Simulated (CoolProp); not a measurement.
Model: reference Helmholtz-energy equation of state, Gao 2016, in CoolProp.

Question: For sulfur dioxide, give the phase and the isothermal compressibility (1/MPa), fugacity coefficient at 413 K and 0.651 MPa; 413 K and 35 MPa.

Answer: 
- 413 K and 0.651 MPa: gas; isothermal compressibility 1.59, fugacity coefficient 0.967
- 413 K and 35 MPa: liquid; isothermal compressibility 0.00344, fugacity coefficient 0.198
